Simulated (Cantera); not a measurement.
# Reactions in the system N-O

Source: NASA polynomial tables (part measured, part estimated), evaluated in Cantera. Values are per mole of reaction as written; species without (g) are pure solids or liquids, kept so even where they would boil at 1 bar.

2 O3(g) + 3 N2(g) ⇌ 6 NO(g)

```tsv
T (K)	ΔH° (kJ)	ΔS° (J/K)	ΔG° (kJ)	log10 K
2100	249.8	203.9	-178.3	4.43
2125	249.1	203.5	-183.4	4.51
2150	248.3	203.2	-188.5	4.58
2175	247.5	202.8	-193.5	4.65
2200	246.7	202.4	-198.6	4.72
2225	245.8	202.0	-203.7	4.78
2250	244.9	201.6	-208.7	4.85
```

N2(g) ⇌ 2 N(g)

```
T (K)  ΔH° (kJ)  ΔS° (J/K)  ΔG° (kJ)  log10 K
-----  --------  ---------  --------  -------
2100      960.6      134.0     679.2   -16.90
2125      960.7      134.0     675.9   -16.61
2150      960.8      134.1     672.5   -16.34
2175      961.0      134.2     669.2   -16.07
2200      961.1      134.2     665.8   -15.81
2225      961.2      134.3     662.5   -15.55
2250      961.4      134.3     659.1   -15.30
```
